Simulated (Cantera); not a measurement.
**Dilute partial oxidation**

A perfectly stirred reactor is fed with CH2O : O2 : N2 = 0.0049 : 0.0029 : 1 (molar parts), equivalence ratio 1.7, at 101000 Pa; it is held at 1573 K, and followed from long to short residence time.

Cantera simulation using GRI-Mech 3.0 (53 species, 325 reactions); the numbers are that mechanism's predictions, not measurements.

```tsv
τ (s)	x CH2O	x O2	x CH4	x HCO	x NO2
2.5	7.79e-8	2.49e-6	1.91e-11	7.94e-10	1.19e-12
0.64	1.59e-7	6.54e-6	4.02e-11	2.41e-9	3.26e-12
0.16	3.39e-7	1.91e-5	9.30e-11	8.09e-9	8.94e-12
0.042	7.44e-7	5.52e-5	2.11e-10	2.74e-8	2.13e-11
0.011	1.79e-6	0.000147	4.74e-10	9.53e-8	3.75e-11
0.0027	5.40e-6	0.000347	1.16e-9	3.61e-7	3.81e-11
0.00069	2.09e-5	0.000735	3.13e-9	1.38e-6	1.74e-11
0.00017	0.000154	0.00168	1.20e-8	5.85e-6	2.51e-12
```
x: mole fraction; the columns are a selection and need not sum to one.
